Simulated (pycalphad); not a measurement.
CALPHAD calculation (pycalphad, COST 507 light-alloy database (1999)), 1 atm. These are 1990s assessments: newer ones move some temperatures and phases. Amounts are mole fractions of atoms.

### Question
Give the equilibrium state of Sn-30.97Si (at.%) at 517 °C.

### Answer
```
T = 790.00 K, P = 101325 Pa, N = 1 mol of atoms
G = -42665 J/mol, H = 18211 J/mol, S = 77.06 J/(mol K)  (SER reference)
chemical potentials (J/mol): Sn -52357, Si -21061
phase             fraction      x(Sn)      x(Si)
LIQUID              0.6905     0.9997   0.000287
DIAMOND_A4          0.3095   4.19e-07     1.0000
```

DIAMOND_A4 is diamond (Si).
